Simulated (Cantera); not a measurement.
A perfectly stirred reactor is fed with 10.2 % CH₄, 0.429 % H₂, 18.8 % O₂, 70.6 % N₂, at 10.0 bar; it is adiabatic with a 450 K inlet, and is followed from long to short residence time, starting on the burning branch (τ in s: 0.03, 0.017, 0.0093, 0.0051, 0.0028, 0.0016, 0.00086, 0.00047, 0.00026, 0.00014, 8e-05, 4.4e-05).

Model: GRI-Mech 3.0 (53 species, 325 reactions), integrated in Cantera.

Question: Predict: blow-out, bracketed by the residence times tried; x(CH₄) at τ = 30.0 ms; x(H₂) at τ = 30.0 ms; x(O₂) at τ = 30.0 ms; x(H) at τ = 30.0 ms; x(CH₂CO) at τ = 30.0 ms; x(CH₄) at τ = 0.860 ms; x(H₂) at τ = 0.860 ms; x(O₂) at τ = 0.860 ms; x(H) at τ = 0.860 ms; x(CH₂CO) at τ = 0.860 ms.

Answer: 
- blow-out, bracketed by the residence times tried = burning at 44.0 µs, the shortest tried
- x(CH₄) at τ = 30.0 ms = 7.74e-6
- x(H₂) at τ = 30.0 ms = 0.0118
- x(O₂) at τ = 30.0 ms = 0.000294
- x(H) at τ = 30.0 ms = 0.000460
- x(CH₂CO) at τ = 30.0 ms = 1.33e-8
- x(CH₄) at τ = 0.860 ms = 7.51e-5
- x(H₂) at τ = 0.860 ms = 0.0129
- x(O₂) at τ = 0.860 ms = 0.00199
- x(H) at τ = 0.860 ms = 0.00111
- x(CH₂CO) at τ = 0.860 ms = 2.73e-7
